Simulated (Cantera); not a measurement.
What does this Cantera script print?

```python
import numpy as np
import cantera as ct

gas_names = """
    C CH CH2 CH3 CH2OH CH3O CH4 CH3OH CO CO2 COOH C2 C2H CHCO,ketyl C2H2,acetylene C2H2,vinylidene
    CH2CO,ketene C2H3,vinyl CH3CO,acetyl C2H4 C2H4O,ethylen CH3CHO,ethanal CH3COOH (HCOOH)2 C2H5 C2H6
    CH3OCH3 C2H5OH C2O C3 C3H3,propargyl C3H4,allene C3H4,propyne C3H4,cyclo- C3H5,allyl C3H6,propylene
    C3H6,cyclo- C3H6O C3H7,n-propyl C3H7,i-propyl C3H8 C3H8O,1propanol C3H8O,2propanol C3O2 C4 C4H2
    C4H4,1,3-cyclo- C4H6,butadiene C4H6,2-butyne C4H6,cyclo- C4H8,1-butene C4H8,cis2-buten
    C4H8,tr2-butene C4H8,isobutene C4H8,cyclo- (CH3COOH)2 C4H9,n-butyl C4H9,i-butyl C4H9,s-butyl
    C4H9,t-butyl C4H10,isobutane C4H10,n-butane C5 C5H6,1,3cyclo- C5H8,cyclo- C5H10,1-pentene
    C5H10,cyclo- C5H11,pentyl C5H11,t-pentyl C5H12,n-pentane C5H12,i-pentane CH3C(CH3)2CH3 C6H2
    C6H5,phenyl C6H5O,phenoxy C6H6 C6H5OH,phenol C6H10,cyclo- C6H12,1-hexene C6H12,cyclo- C6H13,n-hexyl
    C7H7,benzyl C7H8 C7H8O,cresol C7H14,1-heptene C7H15,n-heptyl C7H16,n-heptane C8H8,styrene
    C8H10,ethylbenz C8H16,1-octene C8H17,n-octyl C8H18,isooctane C8H18,n-octane C9H19,n-nonyl
    C10H8,naphthale C10H21,n-decyl C12H9,o-bipheny C12H10,bipheny H HCO HO2 H2 HCHO,formaldehy HCOOH H2O
    H2O2 O OH O2 O3 Pb PbO Pb2
""".split()
cond_names = """
    C(gr) C6H6(L) C7H8(L) C8H18(L),n-octa H2O(s) H2O(L) Pb(cr) Pb(L) PbO(rd) PbO(yw) PbO(L) PbO2(s)
    Pb3O4(s)
""".split()


def load(file, names, dense=False):
    # The tables refer to 1 bar. Condensed volumes are neglected.
    table = {s.name: s for s in ct.Species.list_from_file(file)}
    out = []
    for n in names:
        d = dict(table[n].input_data)
        d["thermo"] = dict(d["thermo"], **{"reference-pressure": 1e5})
        if dense:
            d["equation-of-state"] = {"model": "constant-volume", "density": "1e6 g/cm^3"}
        out.append(ct.Species.from_dict(d))
    return out


gas = ct.Solution(thermo="ideal-gas", species=load("nasa_gas.yaml", gas_names))
cond = {s.name: ct.Solution(thermo="fixed-stoichiometry", species=[s], name=s.name)
        for s in load("nasa_condensed.yaml", cond_names, dense=True)}
atoms = {
    'Pb': {'Pb': 1},
    'CO2': {'C': 1, 'O': 2},
    'H2': {'H': 2},
}
top_T = {'C(gr)': 4500, 'Pb3O4(s)': 820}  # K; cautious upper limits of use, not melting points


def equilibrate(T, P, feed):
    n = {}
    for name, mol in feed.items():
        for a, k in atoms[name].items():
            n[a] = n.get(a, 0.0) + k * mol
    gas.TPX = T, P, n
    mass = sum(n.values()) * gas.mean_molecular_weight
    gas.equilibrate("TP")
    valid = [c for c in cond.values() if c.min_temp <= T <= top_T.get(c.name, c.max_temp)]
    mix = ct.Mixture([(gas, mass / gas.mean_molecular_weight)] + [(c, 0.0) for c in valid])
    mix.T, mix.P = T, P
    mix.equilibrate("TP", solver="vcs", rtol=1e-11, max_steps=5000)
    return mix


results = []
feed = {'Pb': 1, 'CO2': 14, 'H2': 20}  # mol
T = 1373  # K
for P in [10, 41, 160, 670, 2700, 11000, 45000, 180000, 740000, 3000000]:
    mix = equilibrate(T, P, feed)
    results.append((T, P, feed, dict(zip(mix.species_names, mix.species_moles))))

top = {s: max(r[3][s] / sum(r[3][g] for g in gas_names) for r in results) for s in gas_names}
cols = sorted((s for s in top if top[s] > 0.0001), key=lambda s: -top[s])[:9]
seen = [c for c in cond_names if any(r[3].get(c, 0) > 1e-12 for r in results)]
print("log10 of partial pressures in bar; condensed amounts in mol")
print(f"{'P/Pa':>10s}" + "".join(f"{s[:9]:>10s}" for s in cols + seen))
for T, P, feed, n in results:
    ng = sum(n[g] for g in gas_names)
    print(f"{P:10.4g}" + "".join(f"{np.log10(max(n[s] / ng * P / 1e5, 1e-99)):10.3f}" for s in cols)
          + "".join(f"{n.get(c, 0):10.4g}" for c in seen))
```

It prints:

```
log10 of partial pressures in bar; condensed amounts in mol
      P/Pa        H2       H2O        CO       CO2        Pb       CH4         H     Pb(L)
        10    -4.529    -4.560    -4.560    -4.905    -5.544   -18.214    -7.742         0
        41    -3.916    -3.947    -3.947    -4.292    -4.931   -16.376    -7.436         0
       160    -3.325    -3.356    -3.356    -3.701    -4.340   -14.602    -7.140         0
       670    -2.703    -2.734    -2.734    -3.079    -3.718   -12.736    -6.829         0
      2700    -2.097    -2.129    -2.129    -2.473    -3.113   -10.920    -6.526         0
   1.1e+04    -1.487    -1.519    -1.519    -1.863    -2.503    -9.090    -6.221         0
   4.5e+04    -0.869    -0.900    -0.900    -1.245    -2.193    -7.235    -5.912    0.5081
   1.8e+05    -0.262    -0.294    -0.294    -0.638    -2.193    -5.415    -5.609    0.8783
   7.4e+05     0.353     0.322     0.321    -0.023    -2.193    -3.570    -5.301    0.9705
     3e+06     0.959     0.931     0.929     0.586    -2.193    -1.752    -4.998    0.9927
```

Method: chemical equilibrium by Gibbs-energy minimisation in Cantera with the NASA 1993 tables (ideal gas, pure condensed phases).
